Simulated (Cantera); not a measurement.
**Formation from one mole of O2**

Standard-state values (1 bar) from the NASA 1993 polynomials, evaluated with Cantera. Values are per mole of reaction as written; species without (g) are pure solids or liquids, kept so even where they would boil at 1 bar.

1.2 Ti + O2(g) = 0.4 Ti3O5

| T (K) | ΔH° (kJ) | ΔS° (J/K) | ΔG° (kJ) | log10 K | condensed phases |
|---|---|---|---|---|---|
| 1925 | -962.1 | -161.6 | -651.1 | 17.67 | Ti(β), Ti3O5(s) |
| 2000 | -978.8 | -170.2 | -638.5 | 16.67 | Ti(l), Ti3O5(s) |
| 2075 | -909.3 | -136.3 | -626.5 | 15.77 | Ti(l), Ti3O5(l) |
| 2150 | -908.4 | -135.8 | -616.3 | 14.97 | Ti(l), Ti3O5(l) |
| 2225 | -907.4 | -135.4 | -606.2 | 14.23 | Ti(l), Ti3O5(l) |

Nb + O2(g) = NbO2(g)

| T (K) | ΔH° (kJ) | ΔS° (J/K) | ΔG° (kJ) | log10 K |
|---|---|---|---|---|
| 1925 | -213.8 | 16.4 | -245.4 | 6.66 |
| 2000 | -214.8 | 15.9 | -246.7 | 6.44 |
| 2075 | -215.8 | 15.4 | -247.8 | 6.24 |
| 2150 | -216.9 | 14.9 | -249.0 | 6.05 |
| 2225 | -218.1 | 14.4 | -250.1 | 5.87 |

Ta + O2(g) = TaO2(g)

```json
[
 {"T (K)": "1925", "ΔH° (kJ)": "-214.0", "ΔS° (J/K)": "18.9", "ΔG° (kJ)": "-250.4", "log10 K": "6.79"},
 {"T (K)": "2000", "ΔH° (kJ)": "-214.9", "ΔS° (J/K)": "18.5", "ΔG° (kJ)": "-251.8", "log10 K": "6.58"},
 {"T (K)": "2075", "ΔH° (kJ)": "-215.7", "ΔS° (J/K)": "18.0", "ΔG° (kJ)": "-253.2", "log10 K": "6.37"},
 {"T (K)": "2150", "ΔH° (kJ)": "-216.6", "ΔS° (J/K)": "17.6", "ΔG° (kJ)": "-254.5", "log10 K": "6.18"},
 {"T (K)": "2225", "ΔH° (kJ)": "-217.5", "ΔS° (J/K)": "17.2", "ΔG° (kJ)": "-255.8", "log10 K": "6.01"}
]
```
